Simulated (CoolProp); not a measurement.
A simple Rankine cycle with water: condensing at 331.15 K, boiler at 6.36 MPa, turbine inlet 554.6 K, turbine efficiency 0.6, pump efficiency 0.6, no recuperator. Each further row changes one setting.

The numbers come from the reference Helmholtz-energy equation of state, Wagner 2002 in CoolProp.

```
case                             thermal efficiency (%)  net work (kJ/kg)  heat in (kJ/kg)  turbine exit temperature (K)  volume ratio over the turbine
-------------------------------  ----------------------  ----------------  ---------------  ----------------------------  -----------------------------
as stated                                          20.1               510             2540                         331.1                            233
turbine inlet 574.6 K                              20.2               531             2620                         331.1                            219
condensing temperature 323.15 K                    20.8               534             2570                         323.2                            334
boiler pressure 4.45 MPa                           19.3               510             2640                         331.1                            154
turbine efficiency 0.5                             16.7               423             2540                         331.1                            243
```

The expansion ends wet for: as stated; turbine inlet 574.6 K; condensing temperature 323.15 K; boiler pressure 4.45 MPa; turbine efficiency 0.5.
